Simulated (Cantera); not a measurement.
A closed system holds: 1 mol SiH4, 1.1 mol HCl, 650 mol H2, equilibrated at 0.670 bar.

Method: chemical equilibrium by Gibbs-energy minimisation in Cantera with the NASA 1993 tables (ideal gas, pure condensed phases). Candidate condensed phases: Si; 19 gas species. Gases not in the tables: Si2H6 and higher silanes. Kinetics and transport are ignored.

x: gas mole fraction; n: condensed amount in mol.

| T (°C) | x H2 | x HCl | x H | x SiHCl3 | n Si(s) | n Si(l) |
|---|---|---|---|---|---|---|
| 600 | 0.999 | 0.000616 | 5.71e-11 | 0.000222 | 0.764 | 0 |
| 700 | 0.999 | ___ | ___ | ___ | ___ | 0 |
| 800 | 0.998 | 0.00159 | 1.71e-8 | 1.53e-5 | 0.974 | 0 |
| 900 | 0.998 | 0.00165 | 1.44e-7 | 2.26e-6 | 0.990 | 0 |
| 1000 | 0.998 | 0.00166 | 8.70e-7 | 4.16e-7 | 0.993 | 0 |
| 1100 | 0.998 | 0.00167 | ___ | ___ | 0.993 | 0 |
| 1200 | 0.998 | 0.00167 | 1.54e-5 | 2.77e-8 | 0.993 | 0 |
| 1300 | 0.998 | 0.00166 | 4.96e-5 | 9.27e-9 | 0.990 | 0 |
| 1400 | 0.998 | 0.00166 | 0.000139 | 3.54e-9 | 0.984 | 0 |
| 1500 | 0.998 | 0.00166 | 0.000347 | 1.29e-9 | 0 | 0.973 |

Problem. Complete the blanks.

Solution. 
- 700, x HCl: 0.00125
- 700, x H: 1.32e-9
- 700, x SiHCl3: 8.76e-5
- 700, n Si(s): 0.897
- 1100, x H: 4.06e-6
- 1100, x SiHCl3: 9.72e-8
